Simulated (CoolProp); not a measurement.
Vapour-liquid equilibrium of carbonyl sulfide (1) + propane (2) at 0.0685 MPa; x and y are mole fractions of (1).

Model: multi-fluid Helmholtz-energy mixture model, Lemmon 2006 and Lemmon 2009; pair parameters Bell 2016, in CoolProp.

```csv
x,bubble temperature (K),y at the bubble point,dew temperature at overall composition x (K),liquid density (mol/L)
0.05,221.8,0.080,222.1,13.63
0.125,220.9,0.185,221.4,14.00
0.2,220.2,0.276,220.8,14.38
0.275,219.5,0.359,220.2,14.78
0.35,218.9,0.436,219.6,15.20
0.425,218.4,0.510,219.0,15.64
0.5,217.9,0.580,218.5,16.10
0.575,217.4,0.649,218.0,16.58
0.65,217.0,0.717,217.4,17.09
0.725,216.5,0.782,216.9,17.62
0.8,216.1,0.846,216.4,18.18
0.875,215.6,0.907,215.9,18.77
0.95,215.2,0.964,215.3,19.40
```

No azeotrope shows between x = 0.05 and 0.95.

Pair parameters are fitted to limited data, so mixtures are less certain than the pure fluids.
